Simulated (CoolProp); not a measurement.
Model: reference Helmholtz-energy equation of state, Thol 2014, in CoolProp.

Q: For diethyl ether, give the phase and the Joule-Thomson coefficient (K/MPa), fugacity coefficient at 548 K and 41.8 bar.

A: 
- 548 K and 41.8 bar: supercritical; Joule-Thomson coefficient 6.54, fugacity coefficient 0.792
